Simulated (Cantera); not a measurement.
Gas mixture: 100 % CH₄, at 0.180 Torr, frozen composition.

Cantera's kinetic-theory transport with the Lennard-Jones parameters of GRI-Mech 3.0, ideal gas; thermal conductivity in the mixture-averaged form. The composition is frozen, though it would react at the higher temperatures.

One state of this run: ρ (kg/m³) = 3.86e-5; cp (J/kg/K) = 5074; μ (µPa s) = 31.2; λ (mW/m/K) = 216; Pr = 0.732; D (cm²/s) H₂O = 12600; D (cm²/s) H = 52100; D (cm²/s) CO₂ = 8420. D: mixture-averaged diffusion coefficient of that species in the mixture.

Task: Which value of T (K) does it belong to?
A) 900
B) 1000
C) 1200
D) 800

Result: C, 1200
